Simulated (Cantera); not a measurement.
A perfectly stirred reactor is fed with CH₄ : O₂ : N₂ = 1 : 4.65 : 17.5 (molar parts), equivalence ratio 0.43, at 100000 Pa; it is adiabatic with a 775 K inlet, and is followed from long to short residence time, starting on the burning branch (τ in s: 0.29, 0.12, 0.053, 0.023, 0.0096, 0.0041, 0.0017, 0.00074, 0.00031, 0.00013, 5.7e-05, 2.4e-05).

Cantera simulation using GRI-Mech 3.0 (53 species, 325 reactions); the numbers are that mechanism's predictions, not measurements.

One state of this run: T (K) = 1702; x CH₄ = 7.96e-5; x O₂ = 0.115; x C₂H₂ = 1.73e-9; x CH₂CO = 1.10e-8; x C₂H₆ = 2.50e-9; x H = 0.000174. x: mole fraction; the columns are a selection and need not sum to one.

Problem. Which value of τ (s) does it belong to?
A) 0.0041
B) 0.12
C) 0.0096
D) 0.0017

Solution. A, 0.0041
